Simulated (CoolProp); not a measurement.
Vapour-liquid equilibrium of ethanol (1) + p-xylene (2) at 69.75 °C; x and y are mole fractions of (1).

Model: multi-fluid Helmholtz-energy mixture model, Schroeder 2014 and Zhou 2012; pair parameters Bell 2016, in CoolProp.

```tsv
x	bubble pressure, mixture model (kPa)	bubble pressure, Raoult's law (kPa)	y, mixture model	y, Raoult's law
0.05	31.88	13.44	0.683	0.265
0.2	56.14	22.57	0.832	0.631
0.35	(withheld)	31.70	(withheld)	0.787
0.5	(withheld)	40.82	0.850	0.873
0.65	62.46	49.95	0.863	0.927
0.8	(withheld)	59.08	(withheld)	0.965
0.95	69.90	68.20	0.969	0.992
```

Problem. Fill in the missing entries.

Solution. 
- 0.35, bubble pressure, mixture model (kPa): 59.92
- 0.35, y, mixture model: 0.846
- 0.5, bubble pressure, mixture model (kPa): 60.65
- 0.8, bubble pressure, mixture model (kPa): 65.81
- 0.8, y, mixture model: 0.900

The largest gap from Raoult's law is +148.7 % in bubble pressure, at x = 0.2. No azeotrope shows between x = 0.05 and 0.95.

Pair parameters are fitted to limited data, so mixtures are less certain than the pure fluids. With so large a gap from Raoult's law the liquid may split in two, which this calculation doesn't test in full.
